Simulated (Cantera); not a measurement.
Silicon epitaxy and polysilicon growth: SiHCl3 + HCl + N2

Charge: 1 mol SiHCl3, 0.85 mol HCl, 14 mol N2, held at 2.30 mbar.

Equilibrium computed with Cantera from the NASA thermochemical tables; the gas is ideal and each condensed phase is pure. Candidate condensed phases: NH4Cl, Si, Si3N4; 28 gas species. N2 is the only nitrogen source here; it is nearly inert below about 1500 K, so the nitride shown seldom forms there in practice. The tables' values for SiCl3 are old estimates; treat these amounts as uncertain. Rates play no part.

From 1323 K to 1398 K the condensed part is Si3N4(s). From 1423 K to 1623 K nothing is condensed. The main Si-bearing gas is SiCl4 at 1323 K and SiCl2 at 1623 K.

```json
[
 {"T (K)": "1323", "x N2": "0.849", "x HCl": "0.0963", "x SiCl2": "0.0177", "x SiCl4": "0.0200", "x H2": "0.00857", "n Si3N4(s)": "0.0842"},
 {"T (K)": "1348", "x N2": "0.846", "x HCl": "0.0946", "x SiCl2": "0.0251", "x SiCl4": "0.0158", "x H2": "0.00908", "n Si3N4(s)": "0.0609"},
 {"T (K)": "1373", "x N2": "0.844", "x HCl": "0.0922", "x SiCl2": "0.0336", "x SiCl4": "0.0115", "x H2": "0.00987", "n Si3N4(s)": "0.0341"},
 {"T (K)": "1398", "x N2": "0.841", "x HCl": "0.0891", "x SiCl2": "0.0425", "x SiCl4": "0.00768", "x H2": "0.0110", "n Si3N4(s)": "0.00595"},
 {"T (K)": "1423", "x N2": "0.839", "x HCl": "0.0906", "x SiCl2": "0.0457", "x SiCl4": "0.00595", "x H2": "0.0101", "n Si3N4(s)": "0"},
 {"T (K)": "1448", "x N2": "0.838", "x HCl": "0.0930", "x SiCl2": "0.0471", "x SiCl4": "0.00484", "x H2": "0.00884", "n Si3N4(s)": "0"},
 {"T (K)": "1473", "x N2": "0.837", "x HCl": "0.0951", "x SiCl2": "0.0484", "x SiCl4": "0.00392", "x H2": "0.00775", "n Si3N4(s)": "0"},
 {"T (K)": "1498", "x N2": "0.836", "x HCl": "0.0968", "x SiCl2": "0.0495", "x SiCl4": "0.00317", "x H2": "0.00683", "n Si3N4(s)": "0"},
 {"T (K)": "1523", "x N2": "0.836", "x HCl": "0.0982", "x SiCl2": "0.0505", "x SiCl4": "0.00256", "x H2": "0.00607", "n Si3N4(s)": "0"},
 {"T (K)": "1548", "x N2": "0.835", "x HCl": "0.0994", "x SiCl2": "0.0514", "x SiCl4": "0.00205", "x H2": "0.00544", "n Si3N4(s)": "0"},
 {"T (K)": "1573", "x N2": "0.834", "x HCl": "0.100", "x SiCl2": "0.0522", "x SiCl4": "0.00163", "x H2": "0.00493", "n Si3N4(s)": "0"},
 {"T (K)": "1598", "x N2": "0.834", "x HCl": "0.101", "x SiCl2": "0.0530", "x SiCl4": "0.00129", "x H2": "0.00454", "n Si3N4(s)": "0"},
 {"T (K)": "1623", "x N2": "0.833", "x HCl": "0.101", "x SiCl2": "0.0537", "x SiCl4": "0.00101", "x H2": "0.00425", "n Si3N4(s)": "0"}
]
```
x: gas mole fraction; n: condensed amount in mol.
